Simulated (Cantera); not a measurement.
Cantera run:

```python
import numpy as np
import cantera as ct

gas_names = """
    CL CL2 H HCL H2 N NH NH2 NH3 N2 N2H2 N2H4 Si SiCL SiCL2 SiCL3 SiCL4 SiH SiHCL3 SiH2 SiH2CL2 SiH3
    SiH3CL SiH4 SiN Si2 Si2N Si3
""".split()
cond_names = """
    NH4CL(a) NH4CL(b) Si(cr) Si(L) Si3N4(a)
""".split()


# ... load() reads the species with a 1 bar reference pressure and builds the phases ...
atoms = {
    'SiCl4': {'Si': 1, 'CL': 4},
    'N2': {'N': 2},
    'H2': {'H': 2},
}
top_T = {'Si3N4(a)': 2400}  # K; cautious upper limits of use, not melting points


# ... equilibrate(T, P, feed) seeds the gas with the atoms and calls Mixture.equilibrate('TP', solver="vcs", rtol=1e-11, max_steps=5000) ...
results = []
feed = {'SiCl4': 1, 'N2': 59, 'H2': 2.6}  # mol
P = 940  # Pa
for T in [1323, 1423, 1523, 1623, 1723, 1823, 1923, 2023, 2123]:
    mix = equilibrate(T, P, feed)
    results.append((T, P, feed, dict(zip(mix.species_names, mix.species_moles))))

top = {s: max(r[3][s] / sum(r[3][g] for g in gas_names) for r in results) for s in gas_names}
cols = sorted((s for s in top if top[s] > 1e-06), key=lambda s: -top[s])[:8]
seen = [c for c in cond_names if any(r[3].get(c, 0) > 1e-12 for r in results)]
print("log10 of partial pressures in bar; condensed amounts in mol")
print(f"{'T/K':>10s}" + "".join(f"{s[:9]:>10s}" for s in cols + seen))
for T, P, feed, n in results:
    ng = sum(n[g] for g in gas_names)
    print(f"{T:10.4g}" + "".join(f"{np.log10(max(n[s] / ng * P / 1e5, 1e-99)):10.3f}" for s in cols)
          + "".join(f"{n.get(c, 0):10.4g}" for c in seen))
```

It prints:

```
log10 of partial pressures in bar; condensed amounts in mol
       T/K        N2       HCL        H2     SiCL2        CL         H        Si     SiCL4  Si3N4(a)
      1323    -2.059    -3.290    -3.882    -4.917    -7.225    -7.741   -12.709    -4.957    0.2703
      1423    -2.059    -3.332    -3.812    -4.346    -6.690    -7.084   -10.789    -5.353    0.2062
      1523    -2.059    -3.424    -3.705    -4.010    -6.304    -6.489    -9.125    -6.012   0.09878
      1623    -2.059    -3.536    -3.623    -3.841    -5.989    -5.972    -7.742    -6.762         0
      1723    -2.060    -3.536    -3.625    -3.838    -5.573    -5.552    -6.938    -7.297         0
      1823    -2.060    -3.538    -3.628    -3.839    -5.205    -5.177    -6.222    -7.778         0
      1923    -2.060    -3.540    -3.634    -3.848    -4.873    -4.843    -5.592    -8.212         0
      2023    -2.061    -3.539    -3.650    -3.876    -4.564    -4.546    -5.061    -8.605         0
      2123    -2.063    -3.532    -3.682    -3.939    -4.271    -4.286    -4.646    -8.969         0
```

These are equilibrium values from Cantera (NASA tables, ideal gas, pure condensed phases), not measurements of a reactor. N2 is the only nitrogen source here; it is nearly inert below about 1500 K, so the nitride shown seldom forms there in practice. The tables' values for SiCl, SiCl3, SiN are old estimates; treat these amounts as uncertain.
